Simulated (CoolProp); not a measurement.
Properties of the fluoroketone C6F12O (FK-5-1-12) along the isotherm 228.1 K (Tc = 441.8 K, pc = 18.69 bar, ω = 0.471).

Model: reference Helmholtz-energy equation of state, McLinden 2015, in CoolProp.

```
p (bar)   phase  Joule-Thomson coefficient (K/MPa)  expansivity (1/kK)
-------  ------  ---------------------------------  ------------------
0.591    liquid                            -0.3339               1.497
0.868    liquid                            -0.3339               1.496
1.27     liquid                            -0.3340               1.496
1.87     liquid                            -0.3341               1.495
2.74     liquid                            -0.3342               1.494
4.03     liquid                            -0.3343               1.492
5.91     liquid                            -0.3346               1.489
8.68     liquid                            -0.3350               1.486
12.7     liquid                            -0.3355               1.480
18.7     liquid                            -0.3362               1.472
27.4     liquid                            -0.3373               1.461
40.3     liquid                            -0.3388               1.445
59.1     liquid                            -0.3409               1.423
86.8     liquid                            -0.3437               1.393
127      liquid                            -0.3474               1.352
187      liquid                            -0.3519               1.299
```
